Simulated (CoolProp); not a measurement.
Values from CoolProp's reference Helmholtz-energy equation of state, Leachman 2009.

Question: For normal hydrogen, give the phase and the speed of sound (m/s), Joule-Thomson coefficient (K/MPa), Prandtl number at 374.85 °C and 0.0361 MPa; 158.65 °C and 3.27 MPa.

Answer: 
- 374.85 °C and 0.0361 MPa: gas; speed of sound 1930, Joule-Thomson coefficient -0.561, Prandtl number 0.681
- 158.65 °C and 3.27 MPa: supercritical; speed of sound 1600, Joule-Thomson coefficient -0.467, Prandtl number 0.677

Viscosity comes from a separate model (Muzny 2013). Thermal conductivity comes from a separate model (Assael 2011).
